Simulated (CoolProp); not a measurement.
Computed with CoolProp (reference Helmholtz-energy equation of state, Akasaka 2015).

Problem. For R245fa, give the phase and the speed of sound (m/s), conductivity (mW/(m K)) at 353.2 K and 3.32 MPa; 353.2 K and 29.9 MPa.

Solution. 
- 353.2 K and 3.32 MPa: liquid; speed of sound 477, conductivity 77.9
- 353.2 K and 29.9 MPa: liquid; speed of sound 683, conductivity 91.7

Thermal conductivity comes from a separate model (Huber 2003), an estimate that may be off by 10 % or more.
